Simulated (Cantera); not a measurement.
A closed system holds: 1 mol Cr, 3 mol O₂, 24 mol N₂, equilibrated at 2450 K and 0.00660 bar.

Method: chemical equilibrium by Gibbs-energy minimisation in Cantera with the NASA 1993 tables (ideal gas, pure condensed phases). Candidate condensed phases: Cr, CrN, Cr₂N, Cr₂O₃; 14 gas species. The numbers say what is thermodynamically allowed, not how fast it happens.

### Question
What is the equilibrium state?

### Answer
- x(N₂) = 0.859
- x(O₂) = 0.0594
- x(O) = 0.0338
- x(CrO₂) = 0.0189
- x(CrO) = 0.0138
- x(NO) = 0.0117
- x(Cr) = 0.00321
- x(CrO₃) = 8.81e-5
- x(N) = 2.08e-6
- gas amount = 27.75 mol
- log10 activity of Cr(l) (absent) = -3.44
